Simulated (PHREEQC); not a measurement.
# Buffer

Make-up at 20 °C: 0.061 mol KHCO3 and 5.6e-05 mol NH3 per kg of water. Closed to the air; pH follows from the charge balance.

The numbers come from PHREEQC with the ion-association model, wateq4f.dat.

No solid was allowed to form.

**Question.** Estimate the pH, ionic strength.

**Answer.** pH 8.22; ionic strength 0.0618 mol/kgw.

**Question.** In which forms is C present?

**Answer.** HCO3- 98 %, CO3-2 1.2 %, CO2 1.2 % of the C.
